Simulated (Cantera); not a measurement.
A Cantera script and what it prints.

```python
import numpy as np
import cantera as ct

gas_names = """
    AL ALN ALO ALO2 AL2 AL2O AL2O2 N NO NO2 NO3 N2 N2O O O2 O3
""".split()
cond_names = """
    AL(cr) AL(L) ALN(s) AL2O3(a) AL2O3(L)
""".split()


# ... load() reads the species with a 1 bar reference pressure and builds the phases ...
atoms = {
    'Al2O3': {'AL': 2, 'O': 3},
    'N2': {'N': 2},
}
top_T = {'ALN(s)': 2750}  # K; cautious upper limits of use, not melting points


# ... equilibrate(T, P, feed) seeds the gas with the atoms and calls Mixture.equilibrate('TP', solver="vcs", rtol=1e-11, max_steps=5000) ...
results = []
feed = {'Al2O3': 1, 'N2': 0.57}  # mol
P = 1300  # Pa
for T in [1850, 1950, 2050, 2150, 2250, 2350, 2450, 2550, 2650, 2750]:
    mix = equilibrate(T, P, feed)
    results.append((T, P, feed, dict(zip(mix.species_names, mix.species_moles))))

top = {s: max(r[3][s] / sum(r[3][g] for g in gas_names) for r in results) for s in gas_names}
cols = sorted((s for s in top if top[s] > 1e-06), key=lambda s: -top[s])[:6]
seen = [c for c in cond_names if any(r[3].get(c, 0) > 1e-12 for r in results)]
print("log10 of partial pressures in bar; condensed amounts in mol")
print(f"{'T/K':>10s}" + "".join(f"{s[:9]:>10s}" for s in cols + seen))
for T, P, feed, n in results:
    ng = sum(n[g] for g in gas_names)
    print(f"{T:10.4g}" + "".join(f"{np.log10(max(n[s] / ng * P / 1e5, 1e-99)):10.3f}" for s in cols)
          + "".join(f"{n.get(c, 0):10.4g}" for c in seen))
```

Result:

```
log10 of partial pressures in bar; condensed amounts in mol
       T/K        N2         O        AL       ALO        NO      AL2O  AL2O3(a)  AL2O3(L)
      1850    -1.886    -9.771    -9.053   -10.359    -8.918   -10.844         1         0
      1950    -1.886    -8.803    -8.294    -9.381    -8.188    -9.889         1         0
      2050    -1.886    -7.936    -7.601    -8.498    -7.534    -9.019         1         0
      2150    -1.886    -7.156    -6.965    -7.694    -6.949    -8.221         1         0
      2250    -1.886    -6.452    -6.378    -6.961    -6.422    -7.485         1         0
      2350    -1.886    -5.819    -5.837    -6.297    -5.952    -6.817         0         1
      2450    -1.887    -5.261    -5.349    -5.719    -5.543    -6.243         0    0.9998
      2550    -1.888    -4.752    -4.895    -5.186    -5.172    -5.710         0    0.9995
      2650    -1.890    -4.285    -4.473    -4.695    -4.834    -5.217         0    0.9985
      2750    -1.898    -3.855    -4.079    -4.240    -4.526    -4.759         0     0.996
```

Cantera equilibrium calculation (NASA polynomials, part measured and part estimated; ideal gas, pure solids and liquids).
